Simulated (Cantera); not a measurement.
A closed system holds: 1 mol FeS2, 2.5 mol H2, equilibrated at 2200 K and 10000 Pa.

These are equilibrium values from Cantera (NASA tables, ideal gas, pure condensed phases), not measurements of a reactor. Candidate condensed phases: Fe, FeS, FeS2, S; 8 gas species. FeS: taken at fixed stoichiometry. Rates play no part.

Base state: H2 0.746, S2 0.135, SH 0.0339, H2S 0.0312, Fe 0.0264, H 0.0154, S 0.0122 (mole fractions); condensed: FeS(l).

**Question.** What changes in the equilibrium state with this change: pressure from 10000 Pa to 101000 Pa?

**Answer.** 
```json
[
 {"species": "H2", "before": "0.746", "after": "0.757"},
 {"species": "S2", "before": "0.135", "after": "0.111"},
 {"species": "H2S", "before": "0.0312", "after": "0.0914"},
 {"species": "Fe", "before": "0.0264", "after": "0.000902"},
 {"species": "S", "before": "0.0122", "after": "0.00346"},
 {"species": "H", "before": "0.0154", "after": "0.00487"},
 {"species": "SH", "before": "0.0339", "after": "0.0310"},
 {"species": "FeS(l), mol", "before": "0.918", "after": "0.997"}
]
```

**Question.** What changes in the equilibrium state with this change: H2 from 2.5 to 1500 mol?

**Answer.** 
| species | before | after |
|---|---|---|
| H2 | 0.746 | 0.980 |
| H | 0.0154 | 0.0176 |
| Fe | 0.0264 | 0.000660 |
| S2 | 0.135 | 2.56e-5 |
| SH | 0.0339 | 0.000536 |
| S | 0.0122 | 0.000168 |
| H2S | 0.0312 | 0.000565 |
| FeS(l), mol | 0.918 | 0 |

**Question.** What changes in the equilibrium state with this change: FeS2 replaced by CuO?

**Answer.** 
| species | before | after |
|---|---|---|
| H2 | 0.746 | 0.450 |
| H2O | 0 | 0.303 |
| Cu | 0 | 0.232 |
| S2 | 0.135 | 0 |
| SH | 0.0339 | 0 |
| H2S | 0.0312 | 0 |
| Fe | 0.0264 | 0 |
| S | 0.0122 | 0 |
| H | 0.0154 | 0.0120 |
| Cu2 | 0 | 0.00177 |
| OH | 0 | 0.00112 |
| O | 0 | 2.07e-5 |
| CuO | 0 | 1.59e-5 |
| FeS(l), mol | 0.918 | 0 |
| Cu(l), mol | 0 | 0.225 |
Further candidate phases: Cu, CuO, Cu(OH)2, Cu2O, H2O.
